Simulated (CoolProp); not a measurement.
Computed with CoolProp (reference Helmholtz-energy equation of state, Penoncello 2003).

Question: For CHF3 (R23), give the phase and the speed of sound (m/s), Joule-Thomson coefficient (K/MPa), viscosity (µPa s), conductivity (mW/(m K)) at 475 K and 0.0764 MPa; 475 K and 9.96 MPa; 475 K and 24.2 MPa.

Answer: 
- 475 K and 0.0764 MPa: gas; speed of sound 254, Joule-Thomson coefficient 3.52, viscosity 22.6, conductivity 23.0
- 475 K and 9.96 MPa: supercritical; speed of sound 246, Joule-Thomson coefficient 2.79, viscosity 25.9, conductivity 33.9
- 475 K and 24.2 MPa: supercritical; speed of sound 287, Joule-Thomson coefficient 1.28, viscosity 39.5, conductivity 51.6

Viscosity comes from a separate model (Shan 2000). Thermal conductivity comes from a separate model (Shan 2000).
